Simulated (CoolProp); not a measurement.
Aqueous ethanol as a coolant, 25 % by mass, freezing at -15.4 °C, 1 atm.

Values from CoolProp's Melinder's fits for secondary coolants.

```
T (°C)  viscosity (mPa s)  density (kg/m³)  cp (kJ/(kg K))  conductivity (W/(m K))
------  -----------------  ---------------  --------------  ----------------------
-14.4                15.2            975.1           4.260                   0.411
-9.6                 10.9            973.9           4.270                   0.415
-4.9                 8.08            972.5           4.277                   0.418
-0.1                 6.13            970.9           4.282                   0.422
4.7                  4.76            969.0           4.284                   0.426
9.4                  3.80            967.0           4.285                   0.429
14.2                 3.08            964.8           4.286                   0.433
18.9                 2.55            962.5           4.286                   0.437
23.7                 2.13            959.9           4.288                   0.441
28.5                 1.81            957.2           4.290                   0.444
33.2                 1.56            954.5           4.294                   0.448
```
